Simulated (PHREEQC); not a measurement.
Make-up at 25 °C: 0.0026 mol/kgw HF, 0.0005 mol/kgw NH4F and 0.00037 mol/kgw (NH4)2SiF6. Closed to the air; pH follows from the charge balance.

Computed with PHREEQC (ion-association model, wateq4f.dat).

Each row changes one thing in this solution. This is a speciation only: nothing precipitates in the calculation.

```csv
case,pH,ionic strength (mol/kgw),HF (mol/kgw),F- (mol/kgw),SiF6-2 (mol/kgw),H4SiO4 (mol/kgw),SI of Quartz (SiO2)
as made,3.06,0.00248,0.00182,0.00148,0.000329,4.07e-5,-0.41
temperature from 25 to 45 °C,3.13,0.00223,0.00245,0.00160,0.000204,0.000166,-0.07
(NH4)2SiF6 from 0.00037 to 0.000555 mol/kgw,3.06,0.00303,0.00186,0.00152,0.000501,5.35e-5,-0.29
diluted 10-fold with water,3.59,0.000386,0.000145,0.000386,7.70e-10,3.70e-5,-0.45
0.00099 mol/kgw H2SO4 added,2.70,0.00455,0.00242,0.000865,0.000332,3.78e-5,-0.44
```

Complexes and solids missing from the database can't appear. At this temperature some constants are extrapolated from 25 °C, and those without enthalpy data are left unchanged. SiF6-2 is the database's only silicon fluoride.
